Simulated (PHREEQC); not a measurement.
A made-up water analysis in mg/kgw, 25 °C, pH 7.4, pe -0.3: Na 259; K 0.00603; Ca 60.1; Mg 5.02; Cl 159; S(6) as SO4 250; Alkalinity as HCO3 275; B 0.0989; N(-3) as NH4 3.37.

Cl is adjusted to close the charge balance.
Valence states are taken as typed.

Equilibrium calculation in PHREEQC: ion-association model, wateq4f.dat.

| Property | Value |
|---|---|
| ionic strength | 0.0179 mol/kgw |

```tsv
species	molality	activity	log γ
Na+	0.0112	0.00980	-0.057
Cl-	0.00515	0.00450	-0.059
HCO3-	0.00441	0.00388	-0.055
SO4-2	0.00229	0.00136	-0.225
Ca+2	0.00125	0.000750	-0.221
CO2	0.000346	0.000347	0.002
CaSO4	0.000203	0.000204	0.002
NH4+	0.000181	0.000159	-0.058
Mg+2	0.000168	0.000102	-0.216
NaSO4-	7.60e-5	6.70e-5	-0.055
CaHCO3+	4.21e-5	3.71e-5	-0.054
MgSO4	3.25e-5	3.27e-5	0.002
NaHCO3	2.13e-5	2.14e-5	0.002
```

No solid was allowed to form.
